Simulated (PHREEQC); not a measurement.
Consider water at 5 °C with 3.5 mmol/kgw Rb2SO4, 5.4 mmol/kgw Na2HPO4 and 0.045 mmol/kgw Pb(BF4)2. Closed to the air; pH follows from the charge balance.

Model: ion-association model, wateq4f.dat, run in PHREEQC.

Each row changes one thing in this solution. No solid was allowed to form.

| case | pH | ionic strength (mol/kgw) | HPO4-2 (mol/kgw) | H2PO4- (mol/kgw) | NaSO4- (mol/kgw) | NaHPO4- (mol/kgw) | SI of Mirabilite (Na2SO4:10H2O) |
|---|---|---|---|---|---|---|---|
| as made | 8.28 | 0.0261 | 0.00503 | 0.000308 | 8.80e-5 | 5.81e-5 | -4.68 |
| temperature from 5 to 10 °C | 8.27 | 0.0261 | 0.00503 | 0.000308 | 9.08e-5 | 5.79e-5 | -4.95 |
| Pb(BF4)2 replaced by H2SiF6 at the same molality | 8.34 | 0.0261 | 0.00507 | 0.000272 | 8.82e-5 | 5.85e-5 | -4.68 |
| Pb(BF4)2 left out | 9.53 | (withheld) | 0.00531 | 1.83e-5 | 8.80e-5 | 6.12e-5 | -4.68 |
| diluted 10-fold with water | (withheld) | 0.00264 | 0.000507 | 3.22e-5 | 1.32e-6 | 8.58e-7 | -7.42 |

**Question.** What belongs in the gaps?

**Answer.** 
- Pb(BF4)2 left out, ionic strength (mol/kgw): 0.0264
- diluted 10-fold with water, pH: 8.39

Some of these states are supersaturated (in Pb(OH)2, Larnakite, for instance). H3PO4, which wateq4f.dat lacks, is added to it with the constant of phreeqc.dat. Constants without temperature data keep their 25 °C values here. Real BF4- forms and hydrolyses slowly; the run takes it at equilibrium. The database has no phosphate complexes of Pb.
